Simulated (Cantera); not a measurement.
Input (Python, Cantera) and output of one run.

```python
import numpy as np
import cantera as ct

gas_names = """
    CL CL2 H HCL H2 N NH NH2 NH3 N2 N2H2 N2H4 Si SiCL SiCL2 SiCL3 SiCL4 SiH SiHCL3 SiH2 SiH2CL2 SiH3
    SiH3CL SiH4 SiN Si2 Si2N Si3
""".split()
cond_names = """
    NH4CL(a) NH4CL(b) Si(cr) Si(L) Si3N4(a)
""".split()


# ... load() reads the species with a 1 bar reference pressure and builds the phases ...
atoms = {
    'SiH2Cl2': {'Si': 1, 'H': 2, 'CL': 2},
    'Cl2': {'CL': 2},
    'N2': {'N': 2},
}
top_T = {'Si3N4(a)': 2400}  # K; cautious upper limits of use, not melting points


# ... equilibrate(T, P, feed) seeds the gas with the atoms and calls Mixture.equilibrate('TP', solver="vcs", rtol=1e-11, max_steps=5000) ...
results = []
feed = {'SiH2Cl2': 1, 'Cl2': 0.92, 'N2': 170}  # mol
T = 1698  # K
for P in [100, 260, 670, 1700, 4500, 12000, 30000, 77000, 200000]:
    mix = equilibrate(T, P, feed)
    results.append((T, P, feed, dict(zip(mix.species_names, mix.species_moles))))

top = {s: max(r[3][s] / sum(r[3][g] for g in gas_names) for r in results) for s in gas_names}
cols = sorted((s for s in top if top[s] > 0.0001), key=lambda s: -top[s])[:7]
seen = [c for c in cond_names if any(r[3].get(c, 0) > 1e-12 for r in results)]
print("log10 of partial pressures in bar; condensed amounts in mol")
print(f"{'P/Pa':>10s}" + "".join(f"{s[:9]:>10s}" for s in cols + seen))
for T, P, feed, n in results:
    ng = sum(n[g] for g in gas_names)
    print(f"{P:10.4g}" + "".join(f"{np.log10(max(n[s] / ng * P / 1e5, 1e-99)):10.3f}" for s in cols)
          + "".join(f"{n.get(c, 0):10.4g}" for c in seen))
```

It prints:

```
log10 of partial pressures in bar; condensed amounts in mol
      P/Pa        N2       HCL     SiCL2        H2        CL     SiCL3     SiCL4  Si3N4(a)
       100    -3.008    -5.021    -5.244    -6.024    -5.958    -7.343    -9.146         0
       260    -2.593    -4.593    -4.830    -5.665    -5.709    -6.681    -8.235         0
       670    -2.181    -4.174    -4.423    -5.294    -5.476    -6.040    -7.361         0
      1700    -1.777    -3.766    -4.026    -4.905    -5.263    -5.430    -6.538         0
      4500    -1.354    -3.346    -3.614    -4.466    -5.062    -4.817    -5.723         0
   1.2e+04    -0.928    -2.927    -3.205    -3.991    -4.881    -4.227    -4.953         0
     3e+04    -0.530    -2.542    -2.829    -3.523    -4.730    -3.700    -4.274         0
   7.7e+04    -0.121    -2.144    -2.469    -3.065    -4.560    -3.170    -3.575  0.008269
     2e+05     0.294    -1.712    -2.220    -2.727    -4.298    -2.658    -2.801   0.05046
```

Cantera equilibrium calculation (NASA polynomials, part measured and part estimated; ideal gas, pure solids and liquids). The tables' values for SiCl3, SiCl are old estimates; treat these amounts as uncertain.
